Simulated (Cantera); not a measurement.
## CH3Cl + F2 (fluorocarbon and chlorocarbon gases)

Charge: 1 mol CH3Cl, 0.78 mol F2, equilibrated at 6.68 Torr.

Method: chemical equilibrium by Gibbs-energy minimisation in Cantera with the NASA 1993 tables (ideal gas, pure condensed phases). Candidate condensed phases: C, C6H6, C7H8, C8H18; 118 gas species. The tables' values for CCl are old estimates; treat these amounts as uncertain. Equilibrium is a limit: real reactors are often held back by kinetics, nucleation or transport.

```
T (K)   x HF       x H    x HCl      x Cl    x H2       x F      x C3       x C      x C2  n C(graphite)
-----  -----  --------  -------  --------  ------  --------  --------  --------  --------  -------------
1323   0.561   4.73e-6    0.360   1.80e-5  0.0791  2.17e-10    <1e-12    <1e-12    <1e-12          1.000
1473   0.561   3.77e-5    0.360  0.000139  0.0792   6.02e-9    <1e-12    <1e-12    <1e-12          1.000
1623   0.561  0.000206    0.359  0.000735  0.0794   9.10e-8    <1e-12    <1e-12    <1e-12          1.000
1773   0.560  0.000853    0.356   0.00292  0.0800   8.68e-7  5.57e-12  1.37e-11    <1e-12          1.000
1923   0.558   0.00286    0.348   0.00915  0.0818   5.78e-6  4.32e-10  6.09e-10  3.62e-11          1.000
2073   0.552   0.00815    0.331    0.0233  0.0854   2.88e-5   1.76e-8   1.56e-8   1.51e-9          0.999
2223   0.542    0.0204    0.298    0.0489  0.0904  0.000114   4.30e-7   2.57e-7   3.77e-8          0.998
2373   0.524    0.0454    0.250    0.0862  0.0940  0.000373   6.94e-6   2.97e-6   6.25e-7          0.996
2523   0.498    0.0888    0.189     0.131  0.0908   0.00108   7.96e-5   2.56e-5   7.37e-6          0.991
2673   0.466     0.151    0.127     0.173  0.0771   0.00290  0.000688  0.000173   6.56e-5          0.978
2823   0.428     0.221   0.0743     0.205  0.0551   0.00753   0.00470  0.000950  0.000461          0.917
2973   0.376     0.278   0.0373     0.217  0.0326    0.0189    0.0262   0.00439   0.00265          0.597
3123   0.305     0.317   0.0169     0.209  0.0173    0.0428    0.0591    0.0137   0.00786              0
3273   0.237     0.362  0.00833     0.202  0.0100    0.0833    0.0480    0.0281    0.0112              0
```
x: gas mole fraction; n: condensed amount in mol.

From 1323 K to 2973 K the condensed part is C(graphite). From 3123 K to 3273 K nothing is condensed. The main C-bearing gas is CH4 at 1323 K and C3 at 3273 K.
